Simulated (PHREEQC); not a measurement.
A solution holds 4.3 mmol/kgw NH4HF2, 110 mmol/kgw (NH4)2SiF6, 0.05 mmol/kgw H3PO4 and 4.9 mmol/kgw HCl, at 25 °C. Closed to the air; pH follows from the charge balance.

Equilibrium calculation in PHREEQC: ion-association model, wateq4f.dat.

pH: 2.60
ionic strength: 0.338 mol/kgw
activity of water: 0.994
total alkalinity: -449 meq/kg

```
species  molality  activity   log γ
-------  --------  --------  ------
NH4+        0.224     0.164  -0.136
SiF6-2      0.110    0.0272  -0.606
HF        0.00585   0.00632   0.034
Cl-       0.00490   0.00329  -0.173
H+        0.00321   0.00250  -0.109
F-        0.00254   0.00169  -0.178
```

No solid was allowed to form. H3PO4, which wateq4f.dat lacks, is added to it with the constant of phreeqc.dat. SiF6-2 is the database's only silicon fluoride.
